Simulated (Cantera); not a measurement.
What does this Cantera script print?

```python
import numpy as np
import cantera as ct

gas = ct.Solution("gri30.yaml")


def delay(T, t_max=10):
    gas.TPX = T, 440000, {'H2': 1, 'O2': 0.549, 'N2': 2.07, 'NO': 0.0088}
    reactor = ct.IdealGasConstPressureReactor(gas, clone=False)
    net = ct.ReactorNet([reactor])
    net.rtol, net.atol = 1e-8, 1e-16
    while net.time < t_max:
        t_old, T_old = net.time, reactor.T
        net.step()
        if reactor.T > T + 400:  # ignition: a rise of 400 K
            return t_old + (T + 400 - T_old) / (reactor.T - T_old) * (net.time - t_old)
    return np.nan


taus = []
for T in [1248, 1348, 1448, 1548, 1648, 1748]:
    taus.append(delay(T))
    print(f"T0 = {T:6g} K   tau = {taus[-1]:.4e} s")
```

It prints:

```
T0 =   1248 K   tau = 9.8241e-06 s
T0 =   1348 K   tau = 5.6887e-06 s
T0 =   1448 K   tau = 3.8350e-06 s
T0 =   1548 K   tau = 2.8514e-06 s
T0 =   1648 K   tau = 2.2884e-06 s
T0 =   1748 K   tau = 1.9612e-06 s
```

Model: GRI-Mech 3.0 (53 species, 325 reactions), integrated in Cantera. The hydrogen kinetics of GRI-Mech 3.0 are dated; newer H2 mechanisms differ, most at raised pressure. The mechanism lacks 2 NO + O2 → 2 NO2 and HONO, so NO2 and the effect of NO are under-described below about 1400 K. Where the delays flatten at high temperature, the 400 K rule measures the pace of heat release, not the induction time.
